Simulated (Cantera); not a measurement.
A closed system holds: 1 mol B2H6, 11 mol NH3, 0.26 mol N2, a varied amount of O2, equilibrated at 1223.15 K and 0.133 bar.

These are equilibrium values from Cantera (NASA tables, ideal gas, pure condensed phases), not measurements of a reactor. Candidate condensed phases: B, BN, B2O3, B3O3H3, H2O; 39 gas species. The feed counts by its element totals alone. Mutual solubility and eutectic melting of coexisting phases are not modelled. Gases not in the tables: H3BO3. Equilibrium is a limit: real reactors are often held back by kinetics, nucleation or transport.

x: gas mole fraction; n: condensed amount in mol.

```
n(O2) (mol)   x H2   x N2    x H2O    x HBO2  x (HBO2)3    x NH3    x HBO  n BN(s)  n B2O3(l)
-----------  -----  -----  -------  --------  ---------  -------  -------  -------  ---------
0.37         0.794  0.204  0.00211  0.000144    3.79e-7  7.32e-6  3.59e-6     1.54      0.227
0.47         0.792  0.206  0.00211  0.000144    3.79e-7  7.33e-6  3.58e-6     1.41      0.294
0.6          0.789  0.209  0.00211  0.000145    3.80e-7  7.34e-6  3.57e-6     1.24      0.380
0.77         0.785  0.212  0.00211  0.000145    3.80e-7  7.35e-6  3.55e-6     1.01      0.493
0.99         0.781  0.217  0.00211  0.000145    3.81e-7  7.36e-6  3.53e-6    0.716      0.640
1.3          0.774  0.223  0.00212  0.000145    3.82e-7  7.38e-6  3.49e-6    0.303      0.846
1.6          0.764  0.228  0.00777  0.000277          ?  7.31e-6  1.80e-6        0      0.996
2.1          0.724  0.228   0.0471  0.000683          ?  6.74e-6  6.93e-7        0      0.990
2.7          0.677  0.228   0.0943  0.000966          ?  6.09e-6  4.58e-7        0      0.983
```

Problem. Some entries are withheld; supply them.

Solution. 
- 1.6, x (HBO2)3: 2.69e-6
- 2.1, x (HBO2)3: 4.00e-5
- 2.7, x (HBO2)3: 0.000114
